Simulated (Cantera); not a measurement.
An isothermal, constant-pressure homogeneous reactor starts with 77.5 % NH₃, 22.5 % N₂, at 2200 K and 0.390 bar.

Model: the gas-phase N/H chemistry of the illustrative SiF4/NH3 mechanism in the Surface Chemkin manual (1991), integrated in Cantera. Walls and surfaces, which speed up NH3 decomposition in real reactors, are not modelled.

x: mole fraction; the columns are a selection and need not sum to one.

```json
[
 {"t (s)": "0.000100", "x NH₃": "0.768", "x H": "9.98e-6", "x N₂H₄": "3.73e-7", "x N": "___", "x H₂": "0.00398", "x NH₂": "0.00300", "x NH": "2.60e-5"},
 {"t (s)": "0.000562", "x NH₃": "0.731", "x H": "5.18e-5", "x N₂H₄": "3.72e-7", "x N": "___", "x H₂": "0.0352", "x NH₂": "0.00299", "x NH": "3.73e-5"},
 {"t (s)": "0.00316", "x NH₃": "0.564", "x H": "0.000227", "x N₂H₄": "1.98e-7", "x N": "___", "x H₂": "0.177", "x NH₂": "0.00219", "x NH": "4.67e-5"},
 {"t (s)": "0.0178", "x NH₃": "0.175", "x H": "0.000878", "x N₂H₄": "3.64e-8", "x N": "___", "x H₂": "0.506", "x NH₂": "0.000937", "x NH": "3.73e-5"},
 {"t (s)": "0.100", "x NH₃": "0.000626", "x H": "0.00632", "x N₂H₄": "1.46e-11", "x N": "___", "x H₂": "0.649", "x NH₂": "1.88e-5", "x NH": "4.56e-6"},
 {"t (s)": "0.562", "x NH₃": "1.41e-5", "x H": "0.00731", "x N₂H₄": "<1e-12", "x N": "___", "x H₂": "0.649", "x NH₂": "4.92e-7", "x NH": "1.38e-7"},
 {"t (s)": "3.16", "x NH₃": "2.60e-6", "x H": "0.00731", "x N₂H₄": "<1e-12", "x N": "___", "x H₂": "0.649", "x NH₂": "9.08e-8", "x NH": "2.55e-8"},
 {"t (s)": "17.8", "x NH₃": "1.78e-6", "x H": "0.00731", "x N₂H₄": "<1e-12", "x N": "1.16e-8", "x H₂": "0.649", "x NH₂": "6.19e-8", "x NH": "1.74e-8"},
 {"t (s)": "100", "x NH₃": "1.78e-6", "x H": "0.00731", "x N₂H₄": "<1e-12", "x N": "1.16e-8", "x H₂": "0.649", "x NH₂": "6.19e-8", "x NH": "1.74e-8"}
]
```

### Question
Fill in the missing entries.

### Answer

- 0.000100, x N: 1.13e-7
- 0.000562, x N: 6.99e-7
- 0.00316, x N: 2.31e-6
- 0.0178, x N: 3.55e-6
- 0.100, x N: 2.63e-6
- 0.562, x N: 9.25e-8
- 3.16, x N: 1.71e-8
